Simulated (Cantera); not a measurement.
## Carbon deposition, reforming and gasification: C2H2 + H2

Charge: 1 mol C2H2, 12 mol H2, held at 2250 K and 31.0 bar.

Cantera equilibrium calculation (NASA polynomials, part measured and part estimated; ideal gas, pure solids and liquids). Candidate condensed phases: C, C6H6, C7H8, C8H18; 76 gas species. The ideal-gas law is rough above about 30 bar. Equilibrium is a limit: real reactors are often held back by kinetics, nucleation or transport.

| Quantity | Result |
|---|---|
| x(H2) | 0.988 |
| x(CH4) | 0.00716 |
| x(C2H2 (acetylene)) | 0.00331 |
| x(H) | 0.00133 |
| x(C2H4) | 0.000197 |
| x(CH3) | 0.000182 |
| x(C3H4 (propyne)) | 4.84e-6 |
| x(C4H2) | 4.52e-6 |
| x(C2H3 (vinyl)) | 2.38e-6 |
| n(C(graphite)) | 1.81 mol |
| gas amount | 12.91 mol |
